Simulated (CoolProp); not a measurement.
A single-stage vapour-compression cycle with the fluid: evaporating at 204.15 K (dew point), condensing at 255.15 K (bubble point), superheat 5 K, subcooling 5 K, compressor efficiency 0.9, no pressure losses. The same conditions are run with several fluids, on thermodynamics alone (safety and materials aside).

Computed with CoolProp (reference Helmholtz-energy equation of state of each fluid (propylene: Lemmon 2013; hydrogen sulfide: Lemmon 2006; R115: Lemmon 2016; R13: Platzer 1990; ethane: Bücker 2006; C3F8 (R218): Lemmon 2006)). The equations of Platzer and Polt are older, rougher fits.

```csv
fluid,cooling COP,pressure ratio,discharge temperature (K),refrigerating effect (kJ/kg),volumetric capacity (kJ/m³)
propylene,3.03,9.61,301.5,366,307
hydrogen sulfide,2.86,(withheld),(withheld),469,596
R115,2.94,11.2,265.6,(withheld),184
R13,(withheld),(withheld),285.3,101,1210
ethane,2.82,5.75,299.2,(withheld),1650
C3F8 (R218),2.78,12.3,255.2,75.2,148
```

Q: Complete the blanks.

A: 
- hydrogen sulfide, pressure ratio: 9.17
- hydrogen sulfide, discharge temperature (K): 376.7
- R115, refrigerating effect (kJ/kg): 96.3
- R13, cooling COP: 2.79
- R13, pressure ratio: 6.44
- ethane, refrigerating effect (kJ/kg): 344

The compression ends wet for: C3F8 (R218).
